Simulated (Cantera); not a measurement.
Si(CH3)4 + C3H8 + H2 (silicon carbide growth)

Feed: 1 mol Si(CH3)4, 0.19 mol C3H8, 3.2 mol H2, held at 1.00 bar.

Method: chemical equilibrium by Gibbs-energy minimisation in Cantera with the NASA 1993 tables (ideal gas, pure condensed phases). Candidate condensed phases: C, C6H6, C7H8, C8H18, Si, SiC; 87 gas species. Gases not in the tables: Si2H6 and higher silanes. Rates play no part.

From 1098 K to 2098 K the condensed part is C(graphite) + SiC(s).

| T (K) | x H2 | x CH4 | x H | x C2H2 (acetylene) | x CH3 | x SiH2 | n C(graphite) | n SiC(s) |
|---|---|---|---|---|---|---|---|---|
| 1098 | 0.966 | 0.0341 | 2.43e-8 | 1.23e-8 | 1.57e-8 | 1.03e-12 | 3.24 | 1.00 |
| 1198 | 0.984 | 0.0155 | 1.89e-7 | 9.74e-8 | 5.68e-8 | 1.87e-11 | 3.42 | 1.00 |
| 1298 | 0.992 | 0.00784 | 1.07e-6 | 5.54e-7 | 1.66e-7 | 2.15e-10 | 3.49 | 1.00 |
| 1398 | 0.996 | 0.00433 | 4.72e-6 | 2.44e-6 | 4.11e-7 | 1.73e-9 | 3.53 | 1.00 |
| 1498 | 0.997 | 0.00258 | 1.72e-5 | 8.79e-6 | 9.00e-7 | 1.05e-8 | 3.54 | 1.00 |
| 1598 | 0.998 | 0.00164 | 5.32e-5 | 2.69e-5 | 1.78e-6 | 5.10e-8 | 3.55 | 1.000 |
| 1698 | 0.999 | 0.00110 | 0.000145 | 7.20e-5 | 3.24e-6 | 2.05e-7 | 3.56 | 1.000 |
| 1798 | 0.999 | 0.000773 | 0.000352 | 0.000172 | 5.51e-6 | 7.03e-7 | 3.56 | 1.000 |
| 1898 | 0.998 | 0.000563 | 0.000781 | 0.000376 | 8.84e-6 | 2.12e-6 | 3.56 | 1.000 |
| 1998 | 0.997 | 0.000424 | 0.00160 | 0.000756 | 1.35e-5 | 5.70e-6 | 3.55 | 1.000 |
| 2098 | 0.995 | 0.000328 | 0.00307 | 0.00142 | 1.97e-5 | 1.39e-5 | 3.54 | 1.000 |
x: gas mole fraction; n: condensed amount in mol.
